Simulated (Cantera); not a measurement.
A Cantera script and its output.

```python
import numpy as np
import cantera as ct

gas = ct.Solution("gri30.yaml")
gas.TPX = 1425, 730, {'H2': 0.0061, 'O2': 1}
reactor = ct.IdealGasConstPressureReactor(gas, energy="off", clone=False)
net = ct.ReactorNet([reactor])
net.rtol, net.atol = 1e-08, 1e-18
show = ['H2', 'O2', 'O', 'H', 'H2O2', 'H2O', 'HO2']
times = np.geomspace(0.0001, 10, 13)

steps = ct.SolutionArray(gas, extra=["t"])
rows = []
print(f"{'t/s':>10s}{'T/K':>9s}{'P/Pa':>11s}" + "".join(f"{s:>11s}" for s in show))
for t in times:
    while net.time < t:
        t_next = net.step()
        steps.append(gas.state, t=t_next)
    rows.append([np.interp(t, steps.t, y) for y in (steps.T, steps.P, *steps(*show).X.T)])
    print(f"{t:10.3e}{rows[-1][0]:9.1f}{rows[-1][1]:11.4g}" + "".join(f"{x:11.3e}" for x in rows[-1][2:]))
rate = np.gradient(steps.T, steps.t)
print("integrator steps:", len(steps.t))
if steps.T.max() > steps.T[0] + 200:
    print(f"time of steepest temperature rise: {steps.t[rate.argmax()]:.4e} s")
gas.TPX = 1425, 730, {'H2': 0.0061, 'O2': 1}
gas.equilibrate("TP")
print(f"equilibrium (TP): T = {gas.T:.1f} K  " + "  ".join(f"{s} {gas[s].X[0]:.3e}" for s in show))
```

Output:

```
       t/s      T/K       P/Pa         H2         O2          O          H       H2O2        H2O        HO2
 1.000e-04   1425.0        730  6.063e-03  9.939e-01  7.560e-09  3.693e-09  7.654e-13  4.117e-10  1.084e-08
 2.610e-04   1425.0        730  6.063e-03  9.939e-01  2.745e-08  5.003e-09  5.043e-12  4.144e-09  2.827e-08
 6.813e-04   1425.0        730  6.063e-03  9.939e-01  1.028e-07  9.290e-09  3.158e-11  3.813e-08  7.368e-08
 1.778e-03   1425.0        730  6.062e-03  9.939e-01  6.064e-07  3.698e-08  1.761e-10  4.497e-07  1.914e-07
 4.642e-03   1425.0        730  6.036e-03  9.939e-01  1.811e-05  9.923e-07  7.741e-10  1.862e-05  4.824e-07
 1.212e-02   1425.0        730  5.843e-04  9.886e-01  4.480e-03  1.606e-04  6.410e-09  4.651e-03  1.925e-07
 3.162e-02   1425.0        730  1.451e-05  9.880e-01  5.410e-03  1.018e-04  2.818e-09  5.570e-03  1.247e-07
 8.254e-02   1425.0        730  1.425e-05  9.882e-01  5.308e-03  9.894e-05  2.798e-09  5.576e-03  1.234e-07
 2.154e-01   1425.0        730  1.360e-05  9.884e-01  5.056e-03  9.206e-05  2.748e-09  5.590e-03  1.204e-07
 5.623e-01   1425.0        730  1.210e-05  9.890e-01  4.475e-03  7.685e-05  2.622e-09  5.624e-03  1.130e-07
 1.468e+00   1425.0        730  9.173e-06  9.902e-01  3.354e-03  5.011e-05  2.329e-09  5.695e-03  9.688e-08
 3.831e+00   1425.0        730  5.109e-06  9.918e-01  1.836e-03  2.046e-05  1.757e-09  5.805e-03  6.941e-08
 1.000e+01   1425.0        730  1.861e-06  9.931e-01  6.566e-04  4.414e-06  9.856e-10  5.921e-03  3.869e-08
integrator steps: 749
equilibrium (TP): T = 1425.0 K  H2 4.713e-08  O2 9.939e-01  O 1.630e-05  H 1.745e-08  H2O2 6.790e-11  H2O 6.057e-03  HO2 2.551e-08
```

Cantera simulation using GRI-Mech 3.0 (53 species, 325 reactions); the numbers are that mechanism's predictions, not measurements. Radical loss at walls, strong at low pressure, is not modelled.
